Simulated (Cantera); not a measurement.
A perfectly stirred reactor is fed with 1.34 % CH4, 1.32 % C2H6, 18.2 % O2, 68.6 % N2, 10.6 % H2O, equivalence ratio 0.40, at 540000 Pa; it is adiabatic with a 650 K inlet, and is followed from long to short residence time, starting on the burning branch (τ in s: 0.11, 0.046, 0.02, 0.0084, 0.0036, 0.0016, 0.00067, 0.00029, 0.00012, 5.3e-05, 2.3e-05, 9.8e-06).

Detailed kinetics in Cantera: GRI-Mech 3.0 (53 species, 325 reactions).

x: mole fraction; the columns are a selection and need not sum to one.

| τ (s) | T (K) | x CH4 | x C2H6 | x O2 | x N2O | x OH | x H2O |
|---|---|---|---|---|---|---|---|
| 0.11 | 1474 | 8.50e-6 | 1.86e-6 | 0.108 | ? | 0.000102 | 0.171 |
| 0.046 | 1471 | 1.68e-5 | 3.81e-6 | 0.108 | ? | 0.000119 | 0.171 |
| 0.020 | 1466 | 3.37e-5 | 7.86e-6 | 0.109 | ? | 0.000131 | 0.171 |
| 0.0084 | 1454 | 7.89e-5 | 1.87e-5 | 0.109 | ? | 0.000128 | 0.170 |
| 0.0036 | 1404 | 0.000299 | 7.13e-5 | 0.113 | ? | 7.60e-5 | 0.169 |
| 0.0016 | 650 | 0.0134 | 0.0132 | 0.182 | <1e-12 | <1e-12 | 0.106 |
| 0.00067 | 650 | 0.0134 | 0.0132 | 0.182 | <1e-12 | <1e-12 | 0.106 |
| 0.00029 | 650 | 0.0134 | 0.0132 | 0.182 | <1e-12 | <1e-12 | 0.106 |
| 0.00012 | 650 | 0.0134 | 0.0132 | 0.182 | <1e-12 | <1e-12 | 0.106 |
| 5.3e-5 | 650 | 0.0134 | 0.0132 | 0.182 | <1e-12 | <1e-12 | 0.106 |
| 2.3e-5 | 650 | 0.0134 | 0.0132 | 0.182 | <1e-12 | <1e-12 | 0.106 |
| 9.8e-6 | 650 | 0.0134 | 0.0132 | 0.182 | <1e-12 | <1e-12 | 0.106 |

Q: Complete the blanks.

A: 
- 0.11, x N2O: 5.68e-7
- 0.046, x N2O: 8.10e-7
- 0.020, x N2O: 1.04e-6
- 0.0084, x N2O: 1.15e-6
- 0.0036, x N2O: 8.54e-7
